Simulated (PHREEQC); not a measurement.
# Buffer: an equilibrium model

Make-up at 25 °C: 1.5 mmol/kgw KH2PO4, 5 mmol/kgw K2HPO4 and 37 mmol/kgw KCl. Closed to the air; pH follows from the charge balance.

Equilibrium calculation in PHREEQC: ion-association model, phreeqc.dat.

```json
{
 "pH": "7.45",
 "ionic_strength": "0.0531 mol/kgw",
 "specific_conductance": "5950 µS/cm",
 "density": "1.000 g/cm³",
 "total_alkalinity": "5.00 meq/kg"
}
```

```
species  molality  activity   log γ
-------  --------  --------  ------
K+         0.0483    0.0391  -0.092
Cl-        0.0370    0.0300  -0.091
HPO4-2    0.00480   0.00219  -0.341
H2PO4-    0.00150   0.00124  -0.083
KHPO4-   0.000202  0.000167  -0.083
OH-       3.56e-7   2.88e-7  -0.093
```

No solid was allowed to form.
